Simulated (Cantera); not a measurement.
## Thermodynamics of chlorosilane synthesis and conversion, feed SiCl₄ + HCl + H₂

Feed: 1 mol SiCl₄, 4.8 mol HCl, a varied amount of H₂, equilibrated at 1073.15 K and 101000 Pa.

Method: chemical equilibrium by Gibbs-energy minimisation in Cantera with the NASA 1993 tables (ideal gas, pure condensed phases). Candidate condensed phases: Si; 19 gas species. The tables' values for SiCl₃ are old estimates; treat these amounts as uncertain. Kinetics and transport are ignored.

From 0.46 mol H₂ to 17 mol H₂ nothing is condensed. The main Si-bearing gas is SiCl₄ throughout.

| n(H₂) (mol) | x HCl | x H₂ | x SiCl₄ | x SiHCl₃ |
|---|---|---|---|---|
| 0.46 | 0.767 | 0.0733 | 0.160 | 0.000187 |
| 0.62 | 0.748 | 0.0963 | 0.155 | 0.000246 |
| 0.84 | 0.723 | 0.126 | 0.150 | 0.000321 |
| 1.1 | 0.696 | 0.159 | 0.144 | 0.000405 |
| 1.5 | 0.658 | 0.205 | 0.136 | 0.000521 |
| 2.1 | 0.608 | 0.265 | 0.126 | 0.000673 |
| 2.8 | 0.559 | 0.325 | 0.115 | 0.000822 |
| 3.8 | 0.501 | 0.395 | 0.103 | 0.000996 |
| 5.1 | 0.442 | 0.467 | 0.0905 | 0.00117 |
| 6.9 | 0.379 | 0.542 | 0.0773 | 0.00135 |
| 9.3 | 0.319 | 0.614 | 0.0646 | 0.00152 |
| 13 | 0.257 | 0.690 | 0.0514 | 0.00169 |
| 17 | 0.212 | 0.744 | 0.0420 | 0.00180 |
x: gas mole fraction; nothing condenses.
